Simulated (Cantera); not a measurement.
Feed: 1 mol CaO, 0.73 mol F2, 15 mol O2, equilibrated at 1425 K and 1000 Pa.

Cantera equilibrium calculation (NASA polynomials, part measured and part estimated; ideal gas, pure solids and liquids). Candidate condensed phases: Ca, CaF2, CaO; 13 gas species. Mutual solubility and eutectic melting of coexisting phases are not modelled. Kinetics and transport are ignored.

Base state: O2 1.000, CaF2 4.03e-5, O 1.39e-5 (mole fractions); condensed: CaF2(s) + CaO(s).

Question: What changes in the equilibrium state with this change: F2 from 0.73 to 1.9 mol?

Answer: 
```
species        before    after
------------  -------  -------
O2              1.000    0.896
F             3.64e-8    0.104
CaF2          4.03e-5  4.03e-5
F2              <1e-9  2.94e-5
O             1.39e-5  1.31e-5
CaF2(s), mol    0.729    0.999
CaO(s), mol     0.270        0
```

Question: What changes in the equilibrium state with this change: CaO replaced by CuO?

Answer: 
```
species        before     after
------------  -------  --------
O2              1.000     0.939
CuF                 0    0.0328
CuF2                0    0.0278
CaF2          4.03e-5         0
F             3.64e-8  0.000112
O             1.39e-5   1.34e-5
CaF2(s), mol    0.729         0
CaO(s), mol     0.270         0
```
Further candidate phases: Cu, CuF2, CuO, Cu2O.
